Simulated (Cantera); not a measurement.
An isothermal, constant-pressure homogeneous reactor starts with CH4 : N2 = 1 : 4.8 (molar parts), at 1725 K and 1.01 bar. Integrator tolerance rtol = 1e-08.

Cantera simulation using GRI-Mech 3.0 (53 species, 325 reactions); the numbers are that mechanism's predictions, not measurements. GRI-Mech 3.0 stops at C3 and has no aromatics, soot or wall deposition, so with more carbon than oxygen in the feed, carbon stays in small species such as C2H2 where larger ones or solid carbon would form.

Question: What does this change do: temperature 1725 to 1500 K?

Answer: 
| quantity | before | after |
|---|---|---|
| x(CH4) at 5.00 s | 0.00282 (gas-phase equilibrium 0.00186) | 0.0223 (gas-phase equilibrium 0.0136) |
| x(C2H2) at 5.00 s | 0.0717 (gas-phase equilibrium 0.0306) | 0.0609 (gas-phase equilibrium 0.0305) |
| x(C2H4) at 5.00 s | 0.000628 (gas-phase equilibrium 0.000270) | 0.00331 (gas-phase equilibrium 0.00176) |
| x(CH2) at 5.00 s | 9.62e-9 (gas-phase equilibrium 6.30e-9) | 5.54e-10 (gas-phase equilibrium 3.50e-10) |
| x(H2) at 5.00 s | 0.216 (gas-phase equilibrium 0.218) | 0.189 (gas-phase equilibrium 0.202) |
| x(C2H6) at 5.00 s | 2.69e-7 (gas-phase equilibrium 1.16e-7) | 6.97e-6 (gas-phase equilibrium 3.10e-6) |

Question: What does this change do: pressure from 1.01 bar to 0.0190 bar?

Answer: 
```json
[
 {"quantity": "x(CH4) at 5.00 s", "before": "0.00282 (gas-phase equilibrium 0.00186)", "after": "0.000467 (gas-phase equilibrium 3.58e-5)"},
 {"quantity": "x(C2H2) at 5.00 s", "before": "0.0717 (gas-phase equilibrium 0.0306)", "after": "0.0733 (gas-phase equilibrium 0.0312)"},
 {"quantity": "x(C2H4) at 5.00 s", "before": "0.000628 (gas-phase equilibrium 0.000270)", "after": "1.24e-5 (gas-phase equilibrium 5.22e-6)"},
 {"quantity": "x(CH2) at 5.00 s", "before": "9.62e-9 (gas-phase equilibrium 6.30e-9)", "after": "8.06e-8 (gas-phase equilibrium 6.40e-9)"},
 {"quantity": "x(H2) at 5.00 s", "before": "0.216 (gas-phase equilibrium 0.218)", "after": "0.220 (gas-phase equilibrium 0.220)"},
 {"quantity": "x(C2H6) at 5.00 s", "before": "2.69e-7 (gas-phase equilibrium 1.16e-7)", "after": "4.57e-9 (gas-phase equilibrium 4.26e-11)"}
]
```
Radical loss at walls, strong at low pressure, is not modelled.
